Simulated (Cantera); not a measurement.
Feed: 1 mol Fe3O4, 0.069 mol H2O, 0.29 mol N2, held at 1100 °C and 0.490 bar.

Cantera equilibrium calculation (NASA polynomials, part measured and part estimated; ideal gas, pure solids and liquids). Candidate condensed phases: Fe, FeO, Fe(OH)2, Fe(OH)3, Fe2O3, Fe3O4, H2O; 27 gas species. The numbers say what is thermodynamically allowed, not how fast it happens.

Base state: N2 0.808, H2O 0.192, H2 2.58e-5 (mole fractions); condensed: Fe3O4(s).

**Question.** What changes in the equilibrium state with this change: Fe3O4 replaced by AlN?

**Answer.** 
```
species         before    after
-------------  -------  -------
N2               0.808    0.819
H2             2.58e-5    0.181
H2O              0.192  1.64e-6
Fe3O4(s), mol     1.00        0
AlN(s), mol          0    0.954
Al2O3(s), mol        0   0.0230
```
Mutual solubility and eutectic melting of coexisting phases are not modelled. Further candidate phases: Al, AlN, Al2O3.

**Question.** What changes in the equilibrium state with this change: Fe3O4 replaced by PbO?

**Answer.** 
| species | before | after |
|---|---|---|
| N2 | 0.808 | 0.805 |
| H2O | 0.192 | 0.191 |
| PbO | 0 | 0.00304 |
| Pb | 0 | 0.000528 |
| O2 | 9.95e-6 | 0.000254 |
| H2 | 2.58e-5 | 5.09e-6 |
| Fe3O4(s), mol | 1.00 | 0 |
| PbO(l), mol | 0 | 0.999 |
Gases not in the tables: (PbO)n polymers. Further candidate phases: Pb, PbO, PbO2, Pb3O4.

**Question.** What changes in the equilibrium state with this change: 0.0039 mol H2S added?

**Answer.** 
```
species         before     after
-------------  -------  --------
N2               0.808     0.791
H2O              0.192     0.194
SO2                  0    0.0104
H2             2.58e-5   0.00491
H2S                  0  0.000149
S2                   0   3.70e-5
SO                   0   3.32e-5
Fe3O4(s), mol     1.00     0.990
FeO(s), mol          0    0.0290
```
Mutual solubility and eutectic melting of coexisting phases are not modelled. The tables' stoichiometric FeO is somewhat more stable than real wüstite, so its field is too wide. FeO: taken at fixed stoichiometry. Further candidate phases: FeS, FeSO4, FeS2, Fe2(SO4)3, H2SO4, S.
